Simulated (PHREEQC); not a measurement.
# Polishing slurry liquid: speciation

Dissolve 0.031 mol NH3, 0.097 mol K2SO4 and 0.07 mol KH2PO4 per kg of water at 35 °C. Closed to the air; pH follows from the charge balance.

All values are PHREEQC results (ion-association model, phreeqc.dat), not measurements.

The pH is 6.57. The ionic strength is 0.354 mol/kgw and the activity of water is 0.993. The specific conductance comes out as 28500 µS/cm and the density comes out as 1.014 g/cm³. The total alkalinity is 31.0 meq/kg.

```csv
species,molality,activity,log γ
K+,0.234,0.155,-0.178
SO4-2,0.0652,0.0150,-0.637
H2PO4-,0.0391,0.0277,-0.150
HPO4-2,0.0281,0.00669,-0.623
KSO4-,0.0274,0.0194,-0.150
NH4+,0.0266,0.0165,-0.207
NH4SO4-,0.00439,0.00319,-0.139
KHPO4-,0.00286,0.00202,-0.150
NH3,6.32e-5,6.85e-5,0.035
H3PO4,1.14e-6,1.24e-6,0.035
HSO4-,6.84e-7,4.97e-7,-0.139
PO4-3,4.86e-7,1.35e-8,-1.556
H+,3.51e-7,2.71e-7,-0.112
OH-,1.17e-7,7.65e-8,-0.183
```

This is a speciation only: nothing precipitates in the calculation.
